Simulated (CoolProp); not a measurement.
The numbers come from the reference Helmholtz-energy equation of state, de Reuck 1993 in CoolProp.

Question: For methanol, give the phase and the speed of sound (m/s), expansivity (1/kK), Prandtl number, fugacity coefficient at 338.85 °C and 18.3 MPa; 338.85 °C and 63.9 MPa.

Answer: 
- 338.85 °C and 18.3 MPa: supercritical; speed of sound 327, expansivity 8.47, Prandtl number 1.61, fugacity coefficient 0.667
- 338.85 °C and 63.9 MPa: supercritical; speed of sound 723, expansivity 2.41, Prandtl number 1.91, fugacity coefficient 0.396

Viscosity comes from a separate model (Xiang 2006). Thermal conductivity comes from a separate model (Sykioti 2013).
